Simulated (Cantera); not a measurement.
A closed system holds: 1 mol SO2, 0.15 mol H2, equilibrated at 2650 K and 21.0 bar.

Equilibrium computed with Cantera from the NASA thermochemical tables; the gas is ideal and each condensed phase is pure. Candidate condensed phases: H2O, H2SO4, S; 19 gas species. Rates play no part.

Base state: SO2 0.779, H2O 0.118, SO 0.0728, H2 0.0103, S2 0.00862, OH 0.00289, S2O 0.00228, SH 0.00199 (mole fractions); condensed: gas only.

Q: What changes in the equilibrium state with this change: 0.0026 mol CH4 added?

A: 
```json
[
 {"species": "SO2", "before": "0.779", "after": "0.770"},
 {"species": "H2O", "before": "0.118", "after": "0.121"},
 {"species": "SO", "before": "0.0728", "after": "0.0744"},
 {"species": "H2", "before": "0.0103", "after": "0.0109"},
 {"species": "CO2", "before": "0", "after": "0.00142"},
 {"species": "CO", "before": "0", "after": "0.000846"},
 {"species": "H2S", "before": "0.000681", "after": "0.000760"},
 {"species": "S2", "before": "0.00862", "after": "0.00959"},
 {"species": "SH", "before": "0.00199", "after": "0.00216"}
]
```
Further candidate phases: C, C6H6, C7H8, C8H18.

Q: What changes in the equilibrium state with this change: 0.72 mol CO2 added?

A: 
```json
[
 {"species": "SO2", "before": "0.779", "after": "0.511"},
 {"species": "CO2", "before": "0", "after": "0.311"},
 {"species": "H2O", "before": "0.118", "after": "0.0748"},
 {"species": "CO", "before": "0", "after": "0.0706"},
 {"species": "H2", "before": "0.0103", "after": "0.00257"},
 {"species": "SO", "before": "0.0728", "after": "0.0188"},
 {"species": "COS", "before": "0", "after": "1.92e-5"},
 {"species": "S2", "before": "0.00862", "after": "8.89e-5"},
 {"species": "H2S", "before": "0.000681", "after": "1.73e-5"}
]
```
Further candidate phases: C, C6H6, C7H8, C8H18.
